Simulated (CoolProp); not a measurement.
The fluid at 555.19 K and 0.966 MPa (stagnation) flows isentropically through a choked orifice. The same conditions are run with several fluids, on thermodynamics alone (safety and materials aside).

Computed with CoolProp (reference Helmholtz-energy equation of state of each fluid (toluene: Lemmon 2006; sulfur hexafluoride: Guder 2009; carbon dioxide: Span 1996; methane: Setzmann 1991; ethanol: Schroeder 2014)).

```json
[
 {"fluid": "toluene", "throat to inlet pressure ratio": "0.610", "mass flux (kg/(m² s))": "2750", "throat temperature (K)": "540.4"},
 {"fluid": "sulfur hexafluoride", "throat to inlet pressure ratio": "0.592", "mass flux (kg/(m² s))": "3390", "throat temperature (K)": "536.7"},
 {"fluid": "carbon dioxide", "throat to inlet pressure ratio": "0.558", "mass flux (kg/(m² s))": "1950", "throat temperature (K)": "498.5"},
 {"fluid": "methane", "throat to inlet pressure ratio": "0.560", "mass flux (kg/(m² s))": "1170", "throat temperature (K)": "502.1"},
 {"fluid": "ethanol", "throat to inlet pressure ratio": "0.589", "mass flux (kg/(m² s))": "1930", "throat temperature (K)": "530.1"}
]
```
